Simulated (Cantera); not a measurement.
# Transport properties of process gases

Gas mixture: CO₂ : CO : H₂O : NH₃ = 0.33 : 0.9 : 0.85 : 0.45 (molar parts), at 0.00592 atm, frozen composition.

Cantera's kinetic-theory transport with the Lennard-Jones parameters of GRI-Mech 3.0, ideal gas; thermal conductivity in the mixture-averaged form. Polar gases are described roughly by these parameters. The composition is frozen, though it would react at the higher temperatures.

```
T (K)  ρ (kg/m³)  cp (J/kg/K)  μ (µPa s)  λ (mW/m/K)     Pr  D (cm²/s) CH₄  D (cm²/s) CO₂  D (cm²/s) H₂
-----  ---------  -----------  ---------  ----------  -----  -------------  -------------  ------------
400      0.00447         1381       17.9        34.4  0.716           62.3           46.5           221
550      0.00325         1472       23.7        48.8  0.714            111           84.5           383
700      0.00256         1564       29.0        63.8  0.712            171            131           577
850      0.00210         1649       34.1        79.1  0.710            240            185           800
1000     0.00179         1727       38.8        94.6  0.709            317            247          1050
1150     0.00156         1797       43.3         110  0.709            403            315          1330
1300     0.00138         1859       47.6         125  0.708            496            389          1630
1450     0.00123         1914       51.7         140  0.708            597            468          1950
1600     0.00112         1962       55.6         154  0.708            704            554          2300
```
D: mixture-averaged diffusion coefficient of that species in the mixture.
